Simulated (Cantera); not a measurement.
A closed system holds: 1 mol SiCl4, 0.03 mol HCl, 54 mol H2.

Equilibrium computed with Cantera from the NASA thermochemical tables; the gas is ideal and each condensed phase is pure. Candidate condensed phases: Si; 19 gas species. The tables' values for SiCl3 are old estimates. Rates play no part.

Problem. What condenses at these points (T in K, P in Pa): (1125, 94000); (1375, 4500); (1025, 94000); (1125, 9600); (1375, 460)?

Solution. 
```json
[
 {"T (K)": "1125", "P in Pa": "94000", "condensed phases": "Si", "Si condensed (%)": "5.7"},
 {"T (K)": "1375", "P in Pa": "4500", "condensed phases": "Si", "Si condensed (%)": "47.7"},
 {"T (K)": "1025", "P in Pa": "94000", "condensed phases": "gas only", "Si condensed (%)": "0.0"},
 {"T (K)": "1125", "P in Pa": "9600", "condensed phases": "Si", "Si condensed (%)": "25.1"},
 {"T (K)": "1375", "P in Pa": "460", "condensed phases": "Si", "Si condensed (%)": "49.2"}
]
```
